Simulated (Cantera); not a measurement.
Thermodynamics of iron carbonyl, mercury and lead vapours, feed Pb + N2

Feed: 1 mol Pb, 0.97 mol N2, at 1.33 mbar.

Method: chemical equilibrium by Gibbs-energy minimisation in Cantera with the NASA 1993 tables (ideal gas, pure condensed phases). Candidate condensed phases: Pb; 4 gas species. Rates play no part.

From 202 °C to 302 °C the condensed part is Pb(s). From 402 °C to 902 °C the condensed part is Pb(l). At 1002 °C nothing is condensed.

```tsv
T (°C)	log p N2	log p Pb	log p Pb2	n Pb(s)	n Pb(l)
202	-2.88	<-14	<-14	1.00	0
302	-2.88	-12.02	<-14	1.00	0
402	-2.88	-9.47	<-14	0	1.00
502	-2.88	-7.60	<-14	0	1.000
602	-2.88	-6.17	-12.61	0	1.000
702	-2.88	-5.04	-10.71	0	0.993
802	-2.90	-4.12	-9.17	0	0.941
902	-3.05	-3.36	-7.90	0	0.529
1002	-3.18	-3.17	-7.73	0	0
```
log p: log10 of the partial pressure in bar; n: condensed amount in mol.
